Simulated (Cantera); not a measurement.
An isothermal, constant-pressure homogeneous reactor starts with 3.70 % CH₄, 96.3 % N₂, at 1575 K and 20.0 Torr.

Model: GRI-Mech 3.0 (53 species, 325 reactions), integrated in Cantera. GRI-Mech 3.0 stops at C3 and has no aromatics, soot or wall deposition, so with more carbon than oxygen in the feed, carbon stays in small species such as C2H2 where larger ones or solid carbon would form. Radical loss at walls, strong at low pressure, is not modelled.

x: mole fraction; the columns are a selection and need not sum to one.

```csv
t (s),x CH₄,x H₂,x C₂H₄,x C₂H₂,x HCN
9.00e-5,0.0370,7.25e-8,<1e-12,<1e-12,<1e-12
0.000282,0.0370,3.30e-7,3.16e-12,<1e-12,<1e-12
0.000883,0.0370,1.16e-6,1.42e-10,<1e-12,<1e-12
0.00276,0.0370,3.76e-6,___,1.45e-11,<1e-12
0.00865,0.0370,1.22e-5,___,1.48e-9,<1e-12
0.0271,0.0370,4.69e-5,___,1.49e-7,1.61e-12
0.0849,0.0365,0.000400,___,1.50e-5,6.43e-11
0.266,0.0317,0.00606,___,0.00110,7.74e-9
0.832,0.0191,0.0253,___,0.00807,1.19e-7
2.61,0.00799,0.0418,___,0.0139,5.08e-7
8.16,0.00213,0.0504,___,0.0168,1.39e-6
25.5,0.000479,0.0528,3.77e-6,0.0176,2.60e-6
80.0,0.000125,0.0534,3.52e-6,0.0178,3.84e-6
```

Problem. Some entries are withheld; supply them.

Solution. 
- 0.00276, x C₂H₄: 4.93e-9
- 0.00865, x C₂H₄: 1.56e-7
- 0.0271, x C₂H₄: 4.66e-6
- 0.0849, x C₂H₄: 0.000121
- 0.266, x C₂H₄: 0.00127
- 0.832, x C₂H₄: 0.000468
- 2.61, x C₂H₄: 7.08e-5
- 8.16, x C₂H₄: 8.89e-6
